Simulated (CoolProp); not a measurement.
The numbers come from the reference Helmholtz-energy equation of state, Lemmon 2005 in CoolProp.

Q: Give the vapour pressure (kPa), liquid density (kg/m³), vapour density (kg/m³) of saturated R125 at 267, 290.6, 302.4 K.

A: 
```csv
T (K),p (kPa),liquid density (kg/m³),vapour density (kg/m³)
267,549,1350,34.4
290.6,1120,1230,72.2
302.4,1540,1160,103
```
